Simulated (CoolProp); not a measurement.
Vapour-liquid equilibrium of propylene (1) + R115 (2) at 28.45 °C; x and y are mole fractions of (1).

Computed with CoolProp (multi-fluid Helmholtz-energy mixture model, Lemmon 2013 and Lemmon 2016; pair parameters Bell 2016).

```
x     bubble pressure, mixture model (bar)  bubble pressure, Raoult's law (bar)  y, mixture model  y, Raoult's law
----  ------------------------------------  -----------------------------------  ----------------  ---------------
0.05                                 10.40                                10.01        (withheld)            0.063
0.2                             (withheld)                                10.42             0.287            0.241
0.35                                 12.79                                10.82             0.437            0.407
0.5                                  13.43                                11.22             0.556            0.560
0.65                                 13.72                                11.63        (withheld)            0.703
0.8                                  13.64                                12.03        (withheld)            0.836
0.95                            (withheld)                                12.43             0.929            0.960
```

**Question.** Complete the blanks.

**Answer.** 
- 0.05, y, mixture model: 0.085
- 0.2, bubble pressure, mixture model (bar): 11.77
- 0.65, y, mixture model: 0.663
- 0.8, y, mixture model: 0.776
- 0.95, bubble pressure, mixture model (bar): 12.98

The largest gap from Raoult's law is +19.7 % in bubble pressure, at x = 0.5. y crosses x between x = 0.65 and 0.8: the model has an azeotrope there.

Pair parameters are fitted to limited data, so mixtures are less certain than the pure fluids.
